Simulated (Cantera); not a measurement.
An isothermal, constant-pressure homogeneous reactor starts with 6.59 % H2, 78.5 % O2, 14.9 % N2, equivalence ratio 0.042, at 1350 K and 1330 Pa.

Model: the H2/O2 subset of GRI-Mech 3.0, which has no nitrogen chemistry, integrated in Cantera. Radical loss at walls, strong at low pressure, is not modelled. The temperature is held fixed by assumption; the heat of reaction is taken as removed at once.

One state of this run: x H2 = 0.00282; x O2 = 0.735; x OH = 0.00771; x H2O2 = 1.05e-7; x H2O = 0.0530; x H = 0.0126; x O = 0.0395. x: mole fraction; the columns are a selection and need not sum to one.

Task: Which value of t (s) does it belong to?
A) 0.00169
B) 0.000558
C) 0.000184
D) 0.00514

Result: A, 0.00169
